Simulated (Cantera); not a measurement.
Boron, boron nitride and boron oxide: BF3 + N2

A closed system holds: 1 mol BF3, 15 mol N2, held at 1673.15 K and 10.0 mbar.

Equilibrium computed with Cantera from the NASA thermochemical tables; the gas is ideal and each condensed phase is pure. Candidate condensed phases: B, BN; 13 gas species. Rates play no part.

* **x(N2)**: 0.937
* **x(BF3)**: 0.0625
* **x(F)**: 5.40e-6
* **x(BF2)**: 5.40e-6
* **gas amount**: 16.00 mol
* **log10 activity of B(s) (absent)**: -11.43
